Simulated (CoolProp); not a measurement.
Vapour-liquid equilibrium of CHF3 (R23) (1) + C2F6 (R116) (2) at 155 kPa; x and y are mole fractions of (1).

The numbers come from the multi-fluid Helmholtz-energy mixture model, Penoncello 2003 and Lemmon 2006; pair parameters Bell 2016 in CoolProp.

```
x      bubble temperature (K)  y at the bubble point  dew temperature at overall composition x (K)  liquid density (mol/L)
-----  ----------------------  ---------------------  --------------------------------------------  ----------------------
0.05                    199.8                  0.191                                         202.5                   11.70
0.125                   196.7                  0.348                                         201.1                   12.17
0.2                     195.0                  0.433                                         199.7                   12.63
0.275                   194.1                  0.483                                         198.2                   13.10
0.35                    193.6                  0.516                                         196.7                   13.60
0.425                   193.4                  0.539                                         195.2                   14.15
0.5                     193.2                  0.557                                         193.8                   14.74
0.575                   193.2                  0.575                                         193.2                   15.39
0.65                    193.2                  0.595                                         193.7                   16.10
0.725                   193.4                  0.621                                         194.7                   16.87
0.8                     193.8                  0.662                                         195.8                   17.72
0.875                   194.8                  0.729                                         196.9                   18.63
0.95                    196.6                  0.853                                         198.1                   19.58
```

y crosses x between x = 0.5 and 0.575: the model has an azeotrope there.

The pair parameters rest on a limited set of measurements; away from them the model extrapolates.
